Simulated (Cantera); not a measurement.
Pyrogenic steam for wet oxidation

An isothermal, constant-pressure homogeneous reactor starts with 54.1 % H2, 30.1 % O2, 15.6 % N2, 0.156 % H2O, at 1350 K and 135 Torr.

Cantera simulation using the H2/O2 subset of GRI-Mech 3.0, which has no nitrogen chemistry; the numbers are that mechanism's predictions, not measurements. The temperature is held fixed by assumption; the heat of reaction is taken as removed at once.

| t (s) | x H2 | x O2 | x O | x HO2 | x H2O |
|---|---|---|---|---|---|
| 2.00e-6 | 0.541 | 0.301 | 5.36e-9 | 5.02e-8 | 0.00156 |
| 9.28e-6 | 0.541 | 0.301 | 1.03e-7 | 2.38e-7 | 0.00156 |
| 4.31e-5 | 0.535 | 0.298 | 0.000532 | 1.92e-5 | 0.00569 |
| 0.000200 | 0.0663 | 0.0804 | 0.0192 | 3.31e-5 | 0.535 |
| 0.000928 | 0.0131 | 0.0465 | 0.00160 | 2.07e-5 | 0.718 |
| 0.00431 | 0.000894 | 0.0414 | 8.74e-5 | 5.40e-6 | 0.742 |
| 0.0200 | 5.45e-5 | 0.0412 | 5.75e-6 | 4.61e-7 | 0.744 |
| 0.0928 | 6.42e-6 | 0.0412 | 7.49e-7 | 6.37e-8 | 0.744 |
| 0.431 | 1.97e-6 | 0.0412 | 2.28e-7 | 3.20e-8 | 0.744 |
| 2.00 | 1.78e-6 | 0.0412 | 2.03e-7 | 3.10e-8 | 0.744 |
x: mole fraction; the columns are a selection and need not sum to one.

Equilibrium at this temperature and pressure: H2 1.78e-6, O2 0.0412, O 2.03e-7, HO2 3.10e-8, H2O 0.744 (gas phase only).
